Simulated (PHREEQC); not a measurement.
Model water analysis in mg/L, 25 °C, pH 5.67, pe 10.1:

```tsv
constituent	mg/L
Na	0.835
K	0.387
Ca	1.65
Mg	0.238
Cl	1.19
S(6) as SO4	1.75
Alkalinity as HCO3	4.87
O(0) (dissolved oxygen)	0.0193
N(5) as NO3	0.00106
Cd	0.0117
```

Valence states are taken as typed.

The numbers come from PHREEQC with the ion-association model, phreeqc.dat.

The ionic strength comes out as 0.000220 mol/kgw and the charge-balance error comes out as -0.5 %.

| species | molality | activity | log γ |
|---|---|---|---|
| CO2 | 0.000387 | 0.000387 | 0.000 |
| HCO3- | 8.19e-5 | 8.06e-5 | -0.007 |
| Ca+2 | 4.10e-5 | 3.83e-5 | -0.029 |
| Na+ | 3.63e-5 | 3.57e-5 | -0.007 |
| Cl- | 3.36e-5 | 3.30e-5 | -0.007 |
| SO4-2 | 1.81e-5 | 1.69e-5 | -0.030 |
| K+ | 9.90e-6 | 9.73e-6 | -0.007 |
| Mg+2 | 9.75e-6 | 9.11e-6 | -0.029 |
| H+ | 2.17e-6 | 2.14e-6 | -0.007 |
| O2 | 6.03e-7 | 6.03e-7 | 0.000 |
| CaSO4 | 1.15e-7 | 1.15e-7 | 0.000 |

Precipitation was switched off in this run.
